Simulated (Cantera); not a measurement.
A Cantera script and what it prints.

```python
import numpy as np
import cantera as ct

gas_names = """
    AL ALCL ALCL2 ALCL3 ALH ALN AL2 AL2CL6 CL CL2 H HCL H2 N NH NH2 NH3 N2 N2H2 N2H4
""".split()
cond_names = """
    AL(cr) AL(L) ALCL3(s) ALCL3(L) ALN(s) NH4CL(a) NH4CL(b)
""".split()


def load(file, names, dense=False):
    # The tables refer to 1 bar. Condensed volumes are neglected.
    table = {s.name: s for s in ct.Species.list_from_file(file)}
    out = []
    for n in names:
        d = dict(table[n].input_data)
        d["thermo"] = dict(d["thermo"], **{"reference-pressure": 1e5})
        if dense:
            d["equation-of-state"] = {"model": "constant-volume", "density": "1e6 g/cm^3"}
        out.append(ct.Species.from_dict(d))
    return out


gas = ct.Solution(thermo="ideal-gas", species=load("nasa_gas.yaml", gas_names))
cond = {s.name: ct.Solution(thermo="fixed-stoichiometry", species=[s], name=s.name)
        for s in load("nasa_condensed.yaml", cond_names, dense=True)}
atoms = {
    'AlN': {'AL': 1, 'N': 1},
    'HCl': {'H': 1, 'CL': 1},
    'H2': {'H': 2},
}
top_T = {'ALN(s)': 2750}  # K; cautious upper limits of use, not melting points


def equilibrate(T, P, feed):
    n = {}
    for name, mol in feed.items():
        for a, k in atoms[name].items():
            n[a] = n.get(a, 0.0) + k * mol
    gas.TPX = T, P, n
    mass = sum(n.values()) * gas.mean_molecular_weight
    gas.equilibrate("TP")
    valid = [c for c in cond.values() if c.min_temp <= T <= top_T.get(c.name, c.max_temp)]
    mix = ct.Mixture([(gas, mass / gas.mean_molecular_weight)] + [(c, 0.0) for c in valid])
    mix.T, mix.P = T, P
    mix.equilibrate("TP", solver="vcs", rtol=1e-11, max_steps=5000)
    return mix


results = []
T = 800  # K
P = 4500  # Pa
for m in [2.7, 4.6, 6.5, 8.4, 10, 12, 14]:
    feed = {'AlN': 1, 'HCl': m, 'H2': 11}  # mol
    mix = equilibrate(T, P, feed)
    results.append((T, P, feed, dict(zip(mix.species_names, mix.species_moles))))

top = {s: max(r[3][s] / sum(r[3][g] for g in gas_names) for r in results) for s in gas_names}
cols = sorted((s for s in top if top[s] > 1e-06), key=lambda s: -top[s])[:7]
seen = [c for c in cond_names if any(r[3].get(c, 0) > 1e-12 for r in results)]
print("log10 of partial pressures in bar; condensed amounts in mol")
print(f"{'n(HCl)':>10s}" + "".join(f"{s[:9]:>10s}" for s in cols + seen))
for T, P, feed, n in results:
    ng = sum(n[g] for g in gas_names)
    print(f"{feed['HCl']:10.4g}" + "".join(f"{np.log10(max(n[s] / ng * P / 1e5, 1e-99)):10.3f}" for s in cols)
          + "".join(f"{n.get(c, 0):10.4g}" for c in seen))
```

Output:

```
log10 of partial pressures in bar; condensed amounts in mol
    n(HCl)        H2       HCL     ALCL3        N2    AL2CL6       NH3    ALN(s)
       2.7    -1.412    -2.422    -2.775    -3.072    -5.027    -6.179    0.4837
       4.6    -1.443    -2.326    -2.553    -2.846    -4.582    -6.112   0.01192
       6.5    -1.493    -2.046    -2.597    -2.891    -4.670    -6.209         0
       8.4    -1.538    -1.902    -2.641    -2.936    -4.758    -6.298         0
        10    -1.572    -1.824    -2.675    -2.970    -4.826    -6.367         0
        12    -1.611    -1.754    -2.714    -3.010    -4.904    -6.446         0
        14    -1.648    -1.703    -2.750    -3.046    -4.976    -6.519         0
```

These are equilibrium values from Cantera (NASA tables, ideal gas, pure condensed phases), not measurements of a reactor.
